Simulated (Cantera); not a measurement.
Feed: 1 mol CuO, 17 mol CO, 2.4 mol N₂, held at 1598 K and 133 Pa.

These are equilibrium values from Cantera (NASA tables, ideal gas, pure condensed phases), not measurements of a reactor. Candidate condensed phases: C, Cu, CuO, Cu₂O; 27 gas species. Equilibrium is a limit: real reactors are often held back by kinetics, nucleation or transport.

### Question
What is the equilibrium state?

### Answer
```
Property                                   Result
--------------------------------------  ---------
x(CO)                                       0.801
x(N₂)                                       0.120
x(CO₂)                                     0.0501
x(Cu)                                      0.0290
x(Cu₂)                                    2.05e-5
n(Cu(l))                                0.421 mol
gas amount                              19.98 mol
log10 activity of C(graphite) (absent)      -5.30
```
